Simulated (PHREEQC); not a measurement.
A PHREEQC input (ion-association model, phreeqc.dat):

```
SOLUTION 1
  temp 9
  units mg/L
  pH 12.5
  pe 12.3
  Na 0.0276
  K 0.0395
  Ca 0.0492
  Mg 0.0293
  Cl 0.0814
  S(6) 0.154 as SO4
  Alkalinity 0.0955 as HCO3
  Pb 0.000377
END
USE solution 1
EQUILIBRIUM_PHASES 1
  Gypsum 0 0
  CO2(g) -2.5 10
END
```

It stops with these messages:

```
WARNING: Maximum iterations exceeded, 100
WARNING: Maximum iterations exceeded, 100
WARNING: The program has failed to converge to a numerical solution.
ERROR:           Alkalinity has not converged. Total: 1.565927e-06	Calculated: 1.090790e-05	Residual: -9.341969e-06
ERROR: Is non-carbonate alkalinity greater than total alkalinity?
ERROR:                   Ca has not converged. Total: 1.228206e-06	Calculated: 5.599386e-07	Residual: 6.682675e-07
ERROR:                   Cl has not converged. Total: 2.297234e-06	Calculated: 2.272840e-06	Residual: 2.439414e-08
ERROR:                    K has not converged. Total: 1.010723e-06	Calculated: 9.999443e-07	Residual: 1.077827e-08
ERROR:                   Mg has not converged. Total: 1.205815e-06	Calculated: 2.810736e-07	Residual: 9.247417e-07
ERROR:                   Na has not converged. Total: 1.201179e-06	Calculated: 1.188831e-06	Residual: 1.234813e-08
ERROR:                   Pb has not converged. Total: 1.820566e-09	Calculated: 2.954758e-12	Residual: 1.817611e-09
ERROR:                 S(6) has not converged. Total: 1.603961e-06	Calculated: 9.823795e-07	Residual: 6.215819e-07
ERROR:                   Mu Ionic strength has not converged. 	Residual: 2.974508e-05
ERROR:               A(H2O) Activity of water has not converged. 	Residual: -9.234482e-02
ERROR: Model failed to converge for initial solution  1.
```

Problem. What went wrong, and how is it mended?

Solution. The fault: pH typed as 12.5 with the alkalinity kept. The line should read `pH 6.62` where the input has `pH 12.5`. With the mend the run ends at pH 5.16 and ionic strength 1.81e-5 mol/kgw.
